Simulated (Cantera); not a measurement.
Input: 1 mol Fe3O4, 1.6 mol H2, held at 2075 K and 1.33 mbar.

Equilibrium computed with Cantera from the NASA thermochemical tables; the gas is ideal and each condensed phase is pure. Candidate condensed phases: Fe, FeO, Fe(OH)2, Fe(OH)3, Fe2O3, Fe3O4, H2O; 12 gas species. The tables' stoichiometric FeO is somewhat more stable than real wüstite, so its field is too wide. FeO: taken at fixed stoichiometry. The numbers say what is thermodynamically allowed, not how fast it happens.

Base state: H2O 0.627, H2 0.217, Fe 0.101, H 0.0340, OH 0.0112, FeO 0.00691, O2 0.00155, O 0.00126 (mole fractions); condensed: FeO(l).

What changes in the equilibrium state with this change: temperature from 2075 K to 1423.15 K?


| species | before | after |
|---|---|---|
| H2O | 0.627 | 0.625 |
| H2 | 0.217 | 0.375 |
| H | 0.0340 | 0.000112 |
| Fe | 0.101 | 4.64e-6 |
| OH | 0.0112 | 4.04e-6 |
| O2 | 0.00155 | <1e-9 |
| O | 0.00126 | 1.08e-9 |
| FeO | 0.00691 | 2.18e-8 |
| Fe(OH)2 | 0.000342 | 4.47e-6 |
| FeO(l), mol | 2.80 | 0 |
| FeO(s), mol | 0 | 3.00 |

What changes in the equilibrium state with this change: temperature from 2075 K to 1598.15 K?


```tsv
species	before	after
H2O	0.627	0.625
H2	0.217	0.374
H	0.0340	0.000893
Fe	0.101	0.000218
OH	0.0112	5.81e-5
O2	0.00155	8.81e-8
O	0.00126	1.15e-7
FeO	0.00691	2.15e-6
Fe(OH)2	0.000342	2.34e-5
FeO(l), mol	2.80	0
FeO(s), mol	0	3.00
```
